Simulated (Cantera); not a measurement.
## Thermodynamics of carbon deposition, reforming and gasification, feed acetone + NH3

A closed system holds: 1 mol acetone, 0.24 mol NH3, at 1300 K.

Equilibrium computed with Cantera from the NASA thermochemical tables; the gas is ideal and each condensed phase is pure. Candidate condensed phases: C, C6H6, C7H8, C8H18, H2O; 136 gas species. The feed counts by its element totals alone. The ideal-gas law is rough above about 30 bar. Rates play no part.

From 10.0 Pa to 100 bar the condensed part is C(graphite). The main C-bearing gas is CO at 10.0 Pa and CH4 at 100 bar.

| P (Pa) | log p H2 | log p CO | log p CH4 | log p H2O | log p N2 | log p CO2 | n C(graphite) |
|---|---|---|---|---|---|---|---|
| 10 | -4.12 | -4.65 | -10.35 | -10.82 | -5.57 | -11.59 | 2.00 |
| 72 | -3.27 | -3.79 | -8.64 | -9.10 | -4.72 | -9.87 | 2.00 |
| 520 | -2.41 | -2.94 | -6.92 | -7.38 | -3.86 | -8.16 | 2.00 |
| 3700 | -1.56 | -2.08 | -5.22 | -5.68 | -3.00 | -6.45 | 2.00 |
| 27000 | -0.69 | -1.22 | -3.49 | -3.95 | -2.14 | -4.73 | 2.00 |
| 190000 | 0.15 | -0.37 | -1.81 | -2.27 | -1.29 | -3.04 | 1.98 |
| 1400000 | 0.98 | 0.48 | -0.14 | -0.58 | -0.40 | -1.33 | 1.88 |
| 10000000 | 1.70 | 1.25 | 1.29 | 0.90 | 0.53 | 0.21 | 1.66 |
log p: log10 of the partial pressure in bar; n: condensed amount in mol.
